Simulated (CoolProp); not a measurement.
2000 sccm (0 °C, 1 atm) of nitrogen bubbles through liquid 1,2-dichloroethane at 317.4 K and leaves saturated at a total pressure of 0.125 MPa (ideal gas phase). Each further row changes one setting.

Model: reference Helmholtz-energy equation of state, Thol 2015, in CoolProp.

| case | vapour pressure (kPa) | mole fraction of vapour | delivery (mg/min) | delivery (sccm) | change of delivery for a bath 1 K warmer (%) |
|---|---|---|---|---|---|
| as stated | 24.7 | (withheld) | (withheld) | (withheld) | 5.3 |
| bath temperature 322.4 K | 30.2 | (withheld) | 2820 | 638 | 5.4 |
| total pressure 0.25 MPa | 24.7 | (withheld) | (withheld) | (withheld) | 4.7 |

Task: Fill in the missing entries.

Result: 
- as stated, mole fraction of vapour: 0.198
- as stated, delivery (mg/min): 2170
- as stated, delivery (sccm): 493
- bath temperature 322.4 K, mole fraction of vapour: 0.242
- total pressure 0.25 MPa, mole fraction of vapour: 0.0988
- total pressure 0.25 MPa, delivery (mg/min): 968
- total pressure 0.25 MPa, delivery (sccm): 219
